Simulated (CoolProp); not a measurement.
A simple Rankine cycle with water: condensing at 302.15 K, boiler at 4.93 MPa, turbine inlet 686.2 K, turbine efficiency 0.85, pump efficiency 0.6, no recuperator. Each further row changes one setting.

Computed with CoolProp (reference Helmholtz-energy equation of state, Wagner 2002).

```tsv
case	thermal efficiency (%)	net work (kJ/kg)	heat in (kJ/kg)	turbine exit temperature (K)	volume ratio over the turbine
as stated	32.9	1020	3100	302.1	493
turbine inlet 706.2 K	33.2	1040	3150	302.1	481
condensing temperature 294.15 K	34.0	1060	3130	294.1	764
boiler pressure 3.45 MPa	31.8	995	3130	302.1	346
turbine efficiency 0.75	29.0	900	3100	302.1	522
```

The expansion ends wet for: as stated; turbine inlet 706.2 K; condensing temperature 294.15 K; boiler pressure 3.45 MPa; turbine efficiency 0.75.
